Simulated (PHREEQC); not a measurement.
0.27 g of hydrous ferric oxide (600 m²/g; 0.2 weak and 0.005 strong sites per Fe, Dzombak-Morel constants, diffuse double layer) in 1 kg of water with 0.01 mol/kgw of an inert sodium salt and 1e-06 mol/kgw NiCl2 and 3.4e-06 mol/kgw CuCl2, at 25 °C; the pH is set by adding NaOH or the inert anion's acid. O2 is buffered at 0.21 atm. No CO2 enters from the air. Nothing may precipitate in this run.

All values are PHREEQC results (ion-association model, wateq4f.dat), not measurements.

Problem. Predict Ni sorbed (%), surface charge σ (C/m²) at pH = 5, 7.5, 9.5.

Solution. 
```csv
pH,Ni sorbed (%),surface charge σ (C/m²)
5,0.4,0.114
7.5,99.2,0.008
9.5,100.0,-0.024
```

Complexes and solids missing from the database can't appear. The database's constant for dissolved Cu(OH)2 is higher than later reviews accept.
